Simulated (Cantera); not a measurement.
An adiabatic, constant-pressure homogeneous reactor starts with 9.87 % CO, 10.9 % H2, 13.4 % O2, 52.5 % N2, 12.8 % H2O, 0.552 % CO2, equivalence ratio 0.77, at 1425 K and 19.0 bar.

Model: GRI-Mech 3.0 (53 species, 325 reactions), integrated in Cantera. The hydrogen kinetics of GRI-Mech 3.0 are dated; newer H2 mechanisms differ, most at raised pressure. The pressure lies above the range GRI-Mech 3.0 was tuned for (to about 10 atm).

### Question
Predict: time of steepest temperature rise; temperature at 0.500 s; equilibrium temperature; x(CO) at 0.500 s; x(H2) at 0.500 s; x(O2) at 0.500 s; x(N2O) at 0.500 s; x(HO2) at 0.500 s; x(H2O) at 0.500 s; x(NO2) at 0.500 s.

### Answer
time of steepest temperature rise: 6.99 µs
temperature at 0.500 s: 2670 K
equilibrium temperature: 2670 K
x(CO) at 0.500 s: 0.0113 (gas-phase equilibrium 0.0113)
x(H2) at 0.500 s: 0.00411 (gas-phase equilibrium 0.00411)
x(O2) at 0.500 s: 0.0329 (gas-phase equilibrium 0.0329)
x(N2O) at 0.500 s: 2.14e-6 (gas-phase equilibrium 2.14e-6)
x(HO2) at 0.500 s: 1.78e-5 (gas-phase equilibrium 1.78e-5)
x(H2O) at 0.500 s: 0.251 (gas-phase equilibrium 0.251)
x(NO2) at 0.500 s: 1.34e-5 (gas-phase equilibrium 1.34e-5)
